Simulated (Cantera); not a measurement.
# SiHCl3 + N2 + H2 + NH3 (silicon nitride deposition)

Feed: 1 mol SiHCl3, 0.64 mol N2, 0.62 mol H2, 23 mol NH3, at 1950 K.

Cantera equilibrium calculation (NASA polynomials, part measured and part estimated; ideal gas, pure solids and liquids). Candidate condensed phases: NH4Cl, Si, Si3N4; 28 gas species. The tables' values for SiCl, SiCl3, SiN are old estimates; treat these amounts as uncertain. Gases not in the tables: Si2H6 and higher silanes. Kinetics and transport are ignored.

From 0.0375 Torr to 0.638 Torr nothing is condensed. From 2.63 Torr to 180 Torr the condensed part is Si(l). At 750 Torr the condensed part is Si3N4(s). The main Si-bearing gas is Si at 0.0375 Torr and SiCl2 at 750 Torr.

```csv
P (Pa),x H2,x N2,x H,x HCl,x Si,n Si(l),n Si3N4(s)
5,0.578,0.226,0.123,0.0472,0.0178,0,0
21,0.630,0.234,0.0628,0.0504,0.0169,0,0
85,0.660,0.239,0.0320,0.0477,0.0139,0,0
350,0.681,0.242,0.0160,0.0439,0.00680,0.223,0
1400,0.692,0.245,0.00806,0.0449,0.00170,0.511,0
5900,0.697,0.246,0.00394,0.0453,0.000404,0.590,0
24000,0.698,0.246,0.00196,0.0454,9.92e-5,0.611,0
100000,0.704,0.239,0.000962,0.0516,1.19e-5,0,0.253
```
x: gas mole fraction; n: condensed amount in mol.
